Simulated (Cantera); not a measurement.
Ignition delay

Mixture: 5.77 % CH₄, 0.635 % C₂H₆, 19.7 % O₂, 73.9 % N₂, at 32.6 atm, adiabatic and at constant pressure. Ignition delay is the time to a rise of 400 K.

Detailed kinetics in Cantera: GRI-Mech 3.0 (53 species, 325 reactions). The pressure lies above the range GRI-Mech 3.0 was tuned for (to about 10 atm).

```csv
T0 (K),delay (ms)
1175,0.631
1250,0.245
1325,0.107
1400,0.0518
1475,0.0270
1550,0.0149
```

The apparent activation energy between 1400 and 1550 K is 150 kJ/mol.
